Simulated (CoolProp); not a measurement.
Vapour pressure (MPa) of methanol: the reference equation beside estimates from Tc = 513.4 K, pc = 8.216 MPa, ω = 0.565. Clausius-Clapeyron is anchored at 359.7 K with a constant enthalpy of vaporisation of 33.79 kJ/mol.

Model: reference Helmholtz-energy equation of state, de Reuck 1993, in CoolProp.

```tsv
T (K)	reference	Lee-Kesler	Clausius-Clapeyron	van der Waals	Redlich-Kwong	Soave-Redlich-Kwong	Peng-Robinson
344	0.1295	0.1257	0.1359	1.313	0.4913	0.1256	0.1291
351.8	0.1726	0.1698	0.1766	1.476	0.5988	0.1697	0.1734
359.7	0.2276	0.2264	0.2276	1.655	0.7241	0.2265	0.2302
367.5	0.2952	0.2963	0.2893	1.844	0.8653	0.2966	0.3000
375.3	…	0.3823	0.3640	2.048	1.025	0.3831	0.3859
383.1	0.4795	0.4869	0.4538	2.265	1.205	0.4885	0.4903
390.9	0.6014	0.6128	0.5608	2.496	1.406	0.6157	0.6160
398.8	0.7490	0.7646	…	2.745	1.633	0.7697	0.7679
406.6	0.9218	…	0.8378	3.006	1.880	0.9497	0.9453
414.4	1.125	1.149	1.011	3.282	2.153	1.161	1.153
422.2	1.362	1.389	1.212	3.574	2.451	1.407	1.395
430.1	1.641	1.670	1.447	3.886	2.781	1.694	1.679
```

Problem. What belongs in the gaps?

Solution. 
- 375.3, reference: 0.3783
- 398.8, Clausius-Clapeyron: 0.6890
- 406.6, Lee-Kesler: 0.9417

Absolute difference from the reference over all 12 rows, mean and median: Lee-Kesler 1.7 and 1.8 %, Clausius-Clapeyron 6.3 and 6.1 %, van der Waals 411.1 and 343.7 %, Redlich-Kwong 154.7 and 142.5 %, Soave-Redlich-Kwong 2.2 and 2.6 %, Peng-Robinson 1.9 and 2.3 %.
